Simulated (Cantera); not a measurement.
A perfectly stirred reactor is fed with NH₃ : N₂ = 1 : 0.41 (molar parts), at 0.0960 bar; it is held at 2148 K, and followed from long to short residence time.

Detailed kinetics in Cantera: the gas-phase N/H chemistry of the illustrative SiF4/NH3 mechanism in the Surface Chemkin manual (1991). Walls and surfaces, which speed up NH3 decomposition in real reactors, are not modelled.

x: mole fraction; the columns are a selection and need not sum to one.

| τ (s) | x NH₃ | x N₂H₂ | x N₂ | x H₂ | x N | x N₂H₄ |
|---|---|---|---|---|---|---|
| 4.4 | 0.00641 | [?] | 0.376 | 0.614 | 3.74e-6 | 1.25e-10 |
| 1.1 | 0.0342 | [?] | 0.373 | 0.591 | 2.99e-6 | 1.02e-9 |
| 0.27 | 0.124 | [?] | 0.362 | 0.512 | 2.82e-6 | 5.76e-9 |
| 0.067 | 0.324 | [?] | 0.337 | 0.337 | 2.46e-6 | 2.16e-8 |
| 0.016 | 0.552 | [?] | 0.309 | 0.136 | 1.59e-6 | 4.91e-8 |
| 0.0041 | 0.662 | [?] | 0.296 | 0.0397 | 5.99e-7 | 7.22e-8 |
| 0.0010 | 0.698 | [?] | 0.291 | 0.00840 | 1.30e-7 | 6.81e-8 |

**Question.** Fill in the missing entries.

**Answer.** 
- 4.4, x N₂H₂: 6.14e-8
- 1.1, x N₂H₂: 3.09e-7
- 0.27, x N₂H₂: 1.28e-6
- 0.067, x N₂H₂: 4.03e-6
- 0.016, x N₂H₂: 8.17e-6
- 0.0041, x N₂H₂: 1.01e-5
- 0.0010, x N₂H₂: 8.20e-6
